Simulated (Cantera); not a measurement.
Cantera run:

```python
import numpy as np
import cantera as ct

gas_names = """
    C CO CO2 C2 C2O C3 C3O2 C4 C5 O O2 O3 Si SiC SiC2 SiO SiO2 Si2 Si2C Si3
""".split()
cond_names = """
    C(gr) Si(cr) Si(L) SiC(b) SiO2(Lqz) SiO2(hqz) SiO2(L)
""".split()


# ... load() reads the species with a 1 bar reference pressure and builds the phases ...
atoms = {
    'SiO2': {'Si': 1, 'O': 2},
    'C': {'C': 1},
    'CO': {'C': 1, 'O': 1},
}
top_T = {'C(gr)': 4500, 'SiC(b)': 3050}  # K; cautious upper limits of use, not melting points


# ... equilibrate(T, P, feed) seeds the gas with the atoms and calls Mixture.equilibrate('TP', solver="vcs", rtol=1e-11, max_steps=5000) ...
results = []
feed = {'SiO2': 1, 'C': 1.1, 'CO': 1}  # mol
T = 2423.15  # K
P = 1333.22  # Pa
mix = equilibrate(T, P, feed)
results.append((T, P, feed, dict(zip(mix.species_names, mix.species_moles))))
print(gas.report(threshold=1e-05))
for i in range(1, mix.n_phases):
    print(f"{mix.phase(i).name:16s} {mix.phase_moles(i):12.5e} mol")
```

Output:

```
       temperature   2423.2 K
          pressure   1333.2 Pa
           density   0.0021633 kg/m^3
  mean mol. weight   32.692 kg/kmol
   phase of matter   gas

                          1 kg             1 kmol
                     ---------------   ---------------
          enthalpy       -5.2713e+05       -1.7233e+07  J
   internal energy       -1.1434e+06        -3.738e+07  J
           entropy            9523.2        3.1133e+05  J/K
    Gibbs function       -2.3603e+07       -7.7163e+08  J
 heat capacity c_p            1119.6             36602  J/K
 heat capacity c_v            865.28             28287  J/K

                      mass frac. Y      mole frac. X     chem. pot. / RT
                     ---------------   ---------------   ---------------
                CO           0.58051           0.67754           -38.567
                Si          0.027179          0.031637           -8.7678
              SiC2         1.603e-05        1.0057e-05           -21.625
               SiO           0.39183           0.29057           -40.906
               Si2        0.00020748        0.00012075           -17.536
              Si2C        0.00024418        0.00011708           -23.964
     [  +14 minor]        1.0514e-05         4.812e-06

C(gr)             0.00000e+00 mol
Si(L)             0.00000e+00 mol
SiC(b)            0.00000e+00 mol
SiO2(L)           0.00000e+00 mol
```

These are equilibrium values from Cantera (NASA tables, ideal gas, pure condensed phases), not measurements of a reactor.
